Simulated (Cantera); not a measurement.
An adiabatic, constant-volume homogeneous reactor starts with 16.6 % CH4, 17.5 % O2, 65.9 % N2, equivalence ratio 1.9, at 950 K and 1000000 Pa.

Model: GRI-Mech 3.0 (53 species, 325 reactions), integrated in Cantera. Below about 1000 K GRI-Mech 3.0 lacks low-temperature oxidation paths.

### Question
Predict: time of steepest temperature rise; temperature at 7.00 s; equilibrium temperature; x(CH4) at 7.00 s; x(O2) at 7.00 s.

### Answer
```json
{
 "time_of_steepest_temperature_rise": "0.262 s",
 "temperature at 7.00 s": "2466 K",
 "equilibrium_temperature": "2466 K",
 "x(CH4) at 7.00 s": "9.78e-9 (gas-phase equilibrium 1.09e-8)",
 "x(O2) at 7.00 s": "7.46e-7 (gas-phase equilibrium 7.46e-7)"
}
```
